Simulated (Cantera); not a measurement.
Feed: 1 mol toluene, 1.9 mol CO2, 65 mol H2, at 2750 K and 3.30 bar.

These are equilibrium values from Cantera (NASA tables, ideal gas, pure condensed phases), not measurements of a reactor. Candidate condensed phases: C, C6H6, C7H8, C8H18, H2O; 110 gas species. Rates play no part.

Q: What is the equilibrium state?

A: 
```
Quantity                  Value
--------------------  ---------
x(H2)                     0.887
x(CO)                    0.0513
x(H)                     0.0355
x(C2H2 (acetylene))      0.0250
x(C4H2)                0.000292
x(CH4)                 0.000271
x(CH3)                 0.000184
x(C2H)                 0.000116
x(C2H2 (vinylidene))    4.18e-5
n(C(graphite))         1.24 mol
gas amount            74.09 mol
```
